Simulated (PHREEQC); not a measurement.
A solution holds 0.0034 mol NaOH, 0.0074 mol CO2 and 0.0015 mol Na2CO3 per kg of water, at 90 °C. Closed to the air; pH follows from the charge balance.

All values are PHREEQC results (ion-association model, phreeqc.dat), not measurements.

Question: The ionic strength comes out as 0.00639 mol/kgw. What activity coefficients do CO3-2, Na+, OH-, NaCO3-, HCO3- get?

Answer: CO3-2 0.69, Na+ 0.91, OH- 0.91, NaCO3- 0.91, HCO3- 0.91.

This is a speciation only: nothing precipitates in the calculation. Complexes and solids missing from the database can't appear. At this temperature some constants are extrapolated from 25 °C, and those without enthalpy data are left unchanged.
